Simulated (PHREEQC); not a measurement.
Ca(OH)2 is added in steps, without added water, to 1 kg of water holding 0.0031 mol CuCl2, 0.0007 mol H2SO4 and 0.0052 mol Na2SO4, at 25 °C. Oxygen alone is held at its pressure in air (log pO2 = -0.68). The system is closed to CO2. Precipitation was switched off in this run.

Base run: PHREEQC, ion-association model, wateq4f.dat. Each further column changes one thing. The table gives pH.

```
Ca(OH)2 added (mol)   base  H2SO4 left out  CuCl2 left out  temperature from 25 to 5 °C  solids may form
-------------------  -----  --------------  --------------  ---------------------------  ---------------
0                     3.01            5.16            3.02                         2.98             3.01
0.00046               3.48            6.32            3.49                         3.45             3.48
0.00069               4.81            6.49            4.87                         4.80             4.81
0.00115               6.33            6.77           10.89                         6.54             4.95
0.00138               6.49            6.91           11.07                         6.67             5.00
0.00184               6.78            7.20           11.29                         6.87             5.13
0.00207               6.92            7.34           11.37                         6.95             5.16
0.00253               7.20            7.63           11.49                         7.12             5.35
0.00276               7.34            7.81           11.54                         7.20             5.53
0.00322               7.63           10.30           11.63                         7.41             8.31
0.00345               7.81           10.76           11.66                         7.56             8.32
0.00391              10.26           11.12           11.73                        10.91            10.26
0.00414              10.74           11.23           11.76                        11.39            10.75
0.0046               11.11           11.39           11.81                        11.75            11.12
```

In at least one series the solution becomes supersaturated in solids that the run did not let form, among them Cu(OH)2, Brochantite, Antlerite, Atacamite. The database's constant for dissolved Cu(OH)2 is higher than later reviews accept.  Constants without temperature data keep their 25 °C values here. Solids allowed in the column 'solids may form': Gypsum, Portlandite, Cu(OH)2, Brochantite, Antlerite, Atacamite, Halite, Mirabilite, Chalcanthite.
